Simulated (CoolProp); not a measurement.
Vapour pressure (MPa) of R143a: the reference equation beside estimates from Tc = 72.7 °C, pc = 3.762 MPa, ω = 0.261.

Model: reference Helmholtz-energy equation of state, Lemmon and Jacobsen 2000, in CoolProp.

| T (°C) | reference | van der Waals | Redlich-Kwong | Soave-Redlich-Kwong |
|---|---|---|---|---|
| -89.65 | 0.007814 | 0.1546 | 0.01864 | 0.007413 |
| -83.35 | 0.01245 | 0.1914 | 0.02827 | [?] |
| -77.15 | 0.01903 | 0.2332 | 0.04120 | 0.01832 |
| -70.95 | [?] | 0.2809 | 0.05835 | 0.02735 |
| -64.75 | 0.04074 | 0.3349 | 0.08054 | 0.03971 |
| -58.45 | [?] | 0.3966 | 0.1092 | 0.05654 |
| -52.25 | 0.07941 | 0.4645 | 0.1442 | 0.07824 |
| -46.05 | 0.1072 | [?] | 0.1871 | 0.1061 |
| -39.85 | 0.1420 | 0.6226 | 0.2387 | 0.1412 |
| -33.55 | 0.1859 | 0.7150 | 0.3012 | 0.1856 |
| -27.35 | 0.2387 | 0.8144 | 0.3734 | 0.2391 |
| -21.15 | 0.3023 | 0.9223 | 0.4572 | [?] |

Question: Complete the blanks.

Answer: 
- -83.35, Soave-Redlich-Kwong: 0.01190
- -70.95, reference: 0.02823
- -58.45, reference: 0.05768
- -46.05, van der Waals: 0.5397
- -21.15, Soave-Redlich-Kwong: 0.3038

Absolute difference from the reference over all 12 rows, mean and median: van der Waals 717.0 and 536.3 %, Redlich-Kwong 89.1 and 85.5 %, Soave-Redlich-Kwong 2.1 and 1.7 %.
